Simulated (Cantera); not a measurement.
Charge: 1 mol CH₄, 19 mol H₂, 3.1 mol CO₂, held at 1150 K and 1 atm.

Equilibrium computed with Cantera from the NASA thermochemical tables; the gas is ideal and each condensed phase is pure. Candidate condensed phases: C, C₆H₆, C₇H₈, C₈H₁₈, H₂O; 110 gas species. The numbers say what is thermodynamically allowed, not how fast it happens.

Base state: H₂ 0.764, CO 0.151, H₂O 0.0728, CO₂ 0.0121, CH₄ 0.00104 (mole fractions); condensed: gas only.

What changes in the equilibrium state with this change: CH₄ replaced by CH₃OH?


```
species   before     after
-------  -------  --------
H₂         0.764     0.730
CO         0.151     0.145
H₂O       0.0728     0.106
CO₂       0.0121    0.0178
CH₄      0.00104  0.000598
```
